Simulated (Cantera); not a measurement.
Feed: 1 mol BN, 1.1 mol H2O, 2.2 mol H2, 0.16 mol O2, at 7900 Pa.

These are equilibrium values from Cantera (NASA tables, ideal gas, pure condensed phases), not measurements of a reactor. Candidate condensed phases: B, BN, B2O3, B3O3H3, H2O; 39 gas species. Mutual solubility and eutectic melting of coexisting phases are not modelled. Gases not in the tables: H3BO3. The numbers say what is thermodynamically allowed, not how fast it happens.

log p: log10 of the partial pressure in bar; n: condensed amount in mol.

```csv
T (°C),log p H2,log p N2,log p B2O3,log p HBO,log p HBO2,log p B2O2,n BN(s),n B2O3(l)
1025,-1.16,-2.01,-6.75,-5.63,-4.47,-8.94,0.0578,0.470
1075,-1.16,-2.01,-6.18,-5.20,-4.23,-8.16,0.0581,0.469
1125,-1.16,-2.01,-5.64,-4.80,-4.00,-7.43,0.0585,0.468
1175,-1.16,-2.01,-5.14,-4.43,-3.79,-6.76,0.0591,0.465
1225,-1.16,-2.01,-4.68,-4.08,-3.59,-6.13,0.0597,0.461
1275,-1.16,-2.01,-4.25,-3.76,-3.41,-5.54,0.0602,0.454
1325,-1.17,-2.01,-3.85,-3.46,-3.25,-5.00,0.0601,0.441
1375,-1.17,-2.01,-3.47,-3.18,-3.09,-4.48,0.0581,0.417
1425,-1.18,-2.01,-3.12,-2.92,-2.95,-4.00,…,0.374
1475,-1.20,-2.02,-2.79,-2.68,-2.82,-3.54,…,0.294
1525,-1.22,-2.02,-2.48,-2.46,-2.70,-3.11,…,0.136
1575,-1.24,-2.04,-2.32,-2.41,-2.56,-3.03,0,0
1625,-1.25,-2.04,-2.33,-2.39,-2.54,-3.04,0,0
1675,-1.25,-2.04,-2.34,-2.38,-2.53,-3.04,0,0
```

Question: Complete the blanks.

Answer: 
- 1425, n BN(s): 0.0520
- 1475, n BN(s): 0.0369
- 1525, n BN(s): 0.00160
